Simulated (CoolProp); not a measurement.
Vapour-liquid equilibrium of ethylene (1) + n-butane (2) at 1.69 bar; x and y are mole fractions of (1).

Computed with CoolProp (multi-fluid Helmholtz-energy mixture model, Smukala 2000 and Bücker 2006; pair parameters Bell 2016).

| x | bubble temperature, mixture model (°C) | bubble temperature, Raoult's law (°C) | y, mixture model | y, Raoult's law |
|---|---|---|---|---|
| 0.05 | -22.3 | -20.1 | 0.759 | 0.747 |
| 0.15 | -51.6 | -49.7 | 0.952 | 0.952 |
| 0.25 | -63.0 | -63.5 | 0.979 | 0.982 |
| 0.35 | -70.1 | -71.9 | 0.988 | 0.992 |
| 0.45 | -75.5 | -77.8 | 0.993 | 0.996 |
| 0.55 | -80.1 | -82.3 | 0.996 | 0.998 |
| 0.65 | -84.3 | -85.9 | 0.998 | 0.999 |
| 0.75 | -87.9 | -88.9 | 0.999 | 0.999 |
| 0.85 | -91.0 | -91.4 | 1.000 | 1.000 |
| 0.95 | -93.5 | -93.6 | 1.000 | 1.000 |

The largest gap from Raoult's law is +2.3 K in bubble temperature, at x = 0.45. No azeotrope shows between x = 0.05 and 0.95.

Pair parameters are fitted to limited data, so mixtures are less certain than the pure fluids. The gap from Raoult's law changes sign with composition, which may be real or a fault of the pair parameters; it wasn't checked against measurements.
